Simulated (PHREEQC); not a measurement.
Synthetic water in mmol/kgw, 8.2 °C, pH 5.88, pe 11.6:

```tsv
constituent	mmol/kgw
Na	0.381
K	0.148
Ca	0.113
Mg	0.0877
Cl	0.382
S(6)	0.02
Alkalinity (meq/kgw)	0.519
Sr	0.00219
B	0.00092
O(0) (counted as O atoms)	0.028
Pb	0.0092
Ni	0.000652
N(5)	0.00347
```

Cl is adjusted to close the charge balance.
Valence states are taken as typed.

All values are PHREEQC results (ion-association model, wateq4f.dat), not measurements.

```tsv
quantity	before	after
CO2 (mol/kgw)	0.00198	0.00397
Pb+2 (mol/kgw)	5.91e-6	6.28e-6
PbHCO3+ (mol/kgw)	2.08e-6	2.22e-6
PbCO3 (mol/kgw)	1.03e-6	5.49e-7
CaHCO3+ (mol/kgw)	4.39e-7	4.41e-7
MgHCO3+ (mol/kgw)	4.34e-7	4.36e-7
SI of Cerrusite (PbCO3)	+0.11	-0.16
SI of Anglesite (PbSO4)	-2.19	-2.16
```

Question: What was changed between the two runs?
(A) pH from 5.88 to 5.58 at the same alkalinity
(B) temperature from 8.2 to 75 °C at the same typed pH
(C) Pb from 0.0092 to 0.0046 mmol/kgw

Answer: A, pH from 5.88 to 5.58 at the same alkalinity

Precipitation was switched off in this run. Some of these states are supersaturated (in Cerrusite, for instance). At this temperature some constants are extrapolated from 25 °C, and those without enthalpy data are left unchanged.
